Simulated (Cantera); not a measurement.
A Cantera script and what it prints.

```python
import numpy as np
import cantera as ct

gas_names = """
    C CN CO CO2 C2 CCN CNC C2N2 C2O C3 C3O2 C4 C4N2 C5 N NCO NO NO2 NO3 N2 N2O O O2 O3 Si SiC SiC2 SiN
    SiO SiO2 Si2 Si2C Si2N Si3
""".split()
cond_names = """
    C(gr) Si(cr) Si(L) SiC(b) SiO2(Lqz) SiO2(hqz) SiO2(L) Si2N2O(s) Si3N4(a)
""".split()


# ... load() reads the species with a 1 bar reference pressure and builds the phases ...
atoms = {
    'SiC': {'Si': 1, 'C': 1},
    'O2': {'O': 2},
    'N2': {'N': 2},
}
top_T = {'C(gr)': 4500, 'SiC(b)': 3050, 'Si2N2O(s)': 2100, 'Si3N4(a)': 2400}  # K; cautious upper limits of use, not melting points


# ... equilibrate(T, P, feed) seeds the gas with the atoms and calls Mixture.equilibrate('TP', solver="vcs", rtol=1e-11, max_steps=5000) ...
results = []
feed = {'SiC': 1, 'O2': 0.15, 'N2': 850}  # mol
P = 63000  # Pa
for T in [1050, 1150, 1250, 1350, 1450, 1550, 1650, 1750, 1850, 1950, 2050]:
    mix = equilibrate(T, P, feed)
    results.append((T, P, feed, dict(zip(mix.species_names, mix.species_moles))))
    x = sorted(zip(gas.X, gas.species_names), reverse=True)
    print(f"T = {T:g} K  P = {P:g} Pa  gas = {mix.phase_moles(0):.4g} mol")
    print("   x: " + "  ".join(f"{s} {v:.3e}" for v, s in x if v > 0.0001))
    print("   condensed (mol): " + ("  ".join(f"{mix.phase(i).name} {mix.phase_moles(i):.4g}"
          for i in range(1, mix.n_phases) if mix.phase_moles(i) > 1e-12) or "none"))
```

Output:

```
T = 1050 K  P = 63000 Pa  gas = 849.4 mol
   x: N2 1.000e+00
   condensed (mol): C(gr) 1  Si2N2O(s) 0.3  Si3N4(a) 0.1333
T = 1150 K  P = 63000 Pa  gas = 849.4 mol
   x: N2 1.000e+00
   condensed (mol): C(gr) 1  Si2N2O(s) 0.3  Si3N4(a) 0.1334
T = 1250 K  P = 63000 Pa  gas = 849.4 mol
   x: N2 1.000e+00
   condensed (mol): C(gr) 0.9995  Si2N2O(s) 0.2995  Si3N4(a) 0.1337
T = 1350 K  P = 63000 Pa  gas = 849.4 mol
   x: N2 1.000e+00
   condensed (mol): C(gr) 0.9944  Si2N2O(s) 0.2944  Si3N4(a) 0.137
T = 1450 K  P = 63000 Pa  gas = 849.5 mol
   x: N2 1.000e+00
   condensed (mol): C(gr) 0.9584  Si2N2O(s) 0.2584  Si3N4(a) 0.1611
T = 1550 K  P = 63000 Pa  gas = 849.6 mol
   x: N2 9.997e-01  CO 2.815e-04
   condensed (mol): C(gr) 0.7608  Si2N2O(s) 0.06059  Si3N4(a) 0.2929
T = 1650 K  P = 63000 Pa  gas = 849.6 mol
   x: N2 9.996e-01  CO 3.520e-04
   condensed (mol): C(gr) 0.7008  Si3N4(a) 0.333
T = 1750 K  P = 63000 Pa  gas = 850.1 mol
   x: N2 9.996e-01  CO 3.478e-04
   condensed (mol): SiC(b) 0.7042  Si3N4(a) 0.09713
T = 1850 K  P = 63000 Pa  gas = 850.1 mol
   x: N2 9.996e-01  CO 3.303e-04
   condensed (mol): SiC(b) 0.7191  Si3N4(a) 0.08681
T = 1950 K  P = 63000 Pa  gas = 850.2 mol
   x: N2 9.996e-01  CO 2.772e-04
   condensed (mol): SiC(b) 0.764  Si3N4(a) 0.05314
T = 2050 K  P = 63000 Pa  gas = 850.4 mol
   x: N2 9.996e-01  CO 2.208e-04  SiO 1.320e-04
   condensed (mol): SiC(b) 0.8102
```

Method: chemical equilibrium by Gibbs-energy minimisation in Cantera with the NASA 1993 tables (ideal gas, pure condensed phases). N2 is the only nitrogen source here; it is nearly inert below about 1500 K, so the nitride shown seldom forms there in practice. Mutual solubility and eutectic melting of coexisting phases are not modelled. The tables' values for SiN are old estimates; treat these amounts as uncertain.
